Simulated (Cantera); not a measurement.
Feed: 1 mol CH3Cl, a varied amount of Si, held at 1373.15 K and 0.150 Torr.

Cantera equilibrium calculation (NASA polynomials, part measured and part estimated; ideal gas, pure solids and liquids). Candidate condensed phases: C, C6H6, C7H8, C8H18, Si, SiC; 109 gas species. The numbers say what is thermodynamically allowed, not how fast it happens.

### Question
Which condensed phases are stable at each of these points (n(Si) (mol)): 0.035, 0.046, 0.062, 0.082, 0.11, 0.14, 0.19, 0.26, 0.34, 0.45, 0.6, 0.79, 1.1?

### Answer
```json
[
 {"n(Si) (mol)": "0.035", "condensed phases": "C(graphite) + SiC(s)", "Si condensed (%)": "64.8"},
 {"n(Si) (mol)": "0.046", "condensed phases": "C(graphite) + SiC(s)", "Si condensed (%)": "73.3"},
 {"n(Si) (mol)": "0.062", "condensed phases": "C(graphite) + SiC(s)", "Si condensed (%)": "80.2"},
 {"n(Si) (mol)": "0.082", "condensed phases": "C(graphite) + SiC(s)", "Si condensed (%)": "85.0"},
 {"n(Si) (mol)": "0.11", "condensed phases": "C(graphite) + SiC(s)", "Si condensed (%)": "88.8"},
 {"n(Si) (mol)": "0.14", "condensed phases": "C(graphite) + SiC(s)", "Si condensed (%)": "91.2"},
 {"n(Si) (mol)": "0.19", "condensed phases": "C(graphite) + SiC(s)", "Si condensed (%)": "93.5"},
 {"n(Si) (mol)": "0.26", "condensed phases": "C(graphite) + SiC(s)", "Si condensed (%)": "95.3"},
 {"n(Si) (mol)": "0.34", "condensed phases": "C(graphite) + SiC(s)", "Si condensed (%)": "96.4"},
 {"n(Si) (mol)": "0.45", "condensed phases": "C(graphite) + SiC(s)", "Si condensed (%)": "97.3"},
 {"n(Si) (mol)": "0.6", "condensed phases": "C(graphite) + SiC(s)", "Si condensed (%)": "97.9"},
 {"n(Si) (mol)": "0.79", "condensed phases": "C(graphite) + SiC(s)", "Si condensed (%)": "98.4"},
 {"n(Si) (mol)": "1.1", "condensed phases": "SiC(s)", "Si condensed (%)": "90.9"}
]
```

From 0.035 mol Si to 0.79 mol Si the condensed part is C(graphite) + SiC(s). At 1.1 mol Si the condensed part is SiC(s).
